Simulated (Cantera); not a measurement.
Feed: 1 mol Al(CH3)3, 0.95 mol N2O, 3.5 mol H2, held at 1223.15 K and 75.0 Torr.

Cantera equilibrium calculation (NASA polynomials, part measured and part estimated; ideal gas, pure solids and liquids). The feed counts by its element totals alone. Mutual solubility and eutectic melting of coexisting phases are not modelled. The numbers say what is thermodynamically allowed, not how fast it happens.

```json
[
 {"species": "H2", "before": "0.911", "after": "0.843"},
 {"species": "CO", "before": "0.000457", "after": "0.100"},
 {"species": "N2", "before": "0.0874", "after": "0.0473"},
 {"species": "Al", "before": "<1e-9", "after": "0.00185"},
 {"species": "AlH", "before": "<1e-9", "after": "0.000158"},
 {"species": "Al2O", "before": "<1e-9", "after": "8.10e-5"},
 {"species": "H", "before": "9.10e-7", "after": "0.00397"},
 {"species": "C2H2 (acetylene)", "before": "1.43e-7", "after": "0.000547"},
 {"species": "HNC", "before": "1.52e-7", "after": "0.000145"},
 {"species": "HCN", "before": "2.70e-5", "after": "0.00267"},
 {"species": "AlN(s), mol", "before": "0.369", "after": "0.980"},
 {"species": "Al2O3(s), mol", "before": "0.315", "after": "0"},
 {"species": "C(graphite), mol", "before": "2.99", "after": "2.01"}
]
```
Gas species are given as mole fractions.

### Question
Name the change that produced these shifts.
A. temperature from 1223.15 K to 1975 K
B. temperature from 1223.15 K to 1873 K
C. N2O from 0.95 to 3.5 mol
D. temperature from 1223.15 K to 2025 K

### Answer
A, temperature from 1223.15 K to 1975 K
